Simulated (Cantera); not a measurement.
Standard-state values (1 bar) from the NASA 1993 polynomials, evaluated with Cantera. Values are per mole of reaction as written; species without (g) are pure solids or liquids, kept so even where they would boil at 1 bar.

3 Cu + 2 CF3(g) = 2 C + 3 CuF2(g), with ΔH° = 139.7 kJ and ΔS° = 183.0 J/K at 300 K.

How far is the shortcut ΔG° ≈ ΔH°(300 K) − T·ΔS°(300 K) from the full temperature-dependent value at 748, 823, 898, 973, 1048, 1123, 1198, 1273 K?


| T (K) | shortcut (kJ) | full (kJ) | difference (kJ) | difference in log10 K |
|---|---|---|---|---|
| 748 | 2.8 | 6.1 | -3.3 | 0.23 |
| 823 | -10.9 | -6.5 | -4.4 | 0.28 |
| 898 | -24.6 | -18.9 | -5.7 | 0.33 |
| 973 | -38.4 | -31.3 | -7.1 | 0.38 |
| 1048 | -52.1 | -43.4 | -8.7 | 0.43 |
| 1123 | -65.8 | -55.5 | -10.4 | 0.48 |
| 1198 | -79.6 | -67.3 | -12.2 | 0.53 |
| 1273 | -93.3 | -79.1 | -14.2 | 0.58 |
The shortcut ignores the heat-capacity change of the reaction.
